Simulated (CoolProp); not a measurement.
Values from CoolProp's reference Helmholtz-energy equation of state, Thol 2015.

For 1,2-dichloroethane, give the phase and the density (kg/m³), cp (kJ/(kg K)), cv (kJ/(kg K)), Joule-Thomson coefficient (K/MPa) at 412.4 K and 2350 kPa; 412.4 K and 3140 kPa; 412.4 K and 7840 kPa.


- 412.4 K and 2350 kPa: liquid; density 1070, cp 1.44, cv 0.964, Joule-Thomson coefficient -0.189
- 412.4 K and 3140 kPa: liquid; density 1070, cp 1.44, cv 0.963, Joule-Thomson coefficient -0.195
- 412.4 K and 7840 kPa: liquid; density 1080, cp 1.42, cv 0.961, Joule-Thomson coefficient -0.227
